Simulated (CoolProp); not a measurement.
A single-stage vapour-compression cycle with R1336mzz(Z): evaporating at 260.15 K (dew point), condensing at 325.15 K (bubble point), superheat 8 K, subcooling 5 K, compressor efficiency 0.7, no pressure losses. Each further row changes one setting.

Model: reference Helmholtz-energy equation of state, McLinden 2020, in CoolProp.

| case | cooling COP | pressure ratio | discharge temperature (K) | refrigerating effect (kJ/kg) | volumetric capacity (kJ/m³) |
|---|---|---|---|---|---|
| as stated | 2.14 | 15.1 | 338.1 | 119 | 112 |
| evaporating temperature 265.15 K | 2.43 | ? | ? | 123 | 148 |
| condensing temperature 320.15 K | ? | 12.8 | 333.8 | 125 | 118 |
| subcooling 10 K | ? | 15.1 | 338.1 | 125 | 118 |
| superheat 18 K | 2.19 | 15.1 | ? | 127 | 115 |
| compressor efficiency 0.6 | 1.83 | 15.1 | ? | 119 | 112 |

Task: Some entries are withheld; supply them.

Result: 
- evaporating temperature 265.15 K, pressure ratio: 11.5
- evaporating temperature 265.15 K, discharge temperature (K): 336.7
- condensing temperature 320.15 K, cooling COP: 2.40
- subcooling 10 K, cooling COP: 2.25
- superheat 18 K, discharge temperature (K): 348.6
- compressor efficiency 0.6, discharge temperature (K): 347.7
